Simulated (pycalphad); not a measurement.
Source of the numbers: pycalphad with the COST 507 light-alloy database (1999); pressure 1 atm. These are 1990s assessments: newer ones move some temperatures and phases. Kinetics are ignored, which matters at the lower temperatures.

Q: How does the equilibrium phase assembly of Ti-3.847Hf-0.04396B (wt.%) change on cooling from 2850 K to 500 K?

A: 
```
T (K)     phases above    phases below
------  --------------  --------------
1934.3          liquid    bcc + liquid
1823.9    bcc + liquid             bcc
1652.6             bcc        bcc + BM
1148.4        bcc + BM  bcc + BM + hcp
1145.8  bcc + BM + hcp        BM + hcp
```
Changes were sought between steps of 50 K, so a narrower field can be missed.

Database names, with the compositions (at.%) that they take in these runs: BM: Ti 50 B 50.
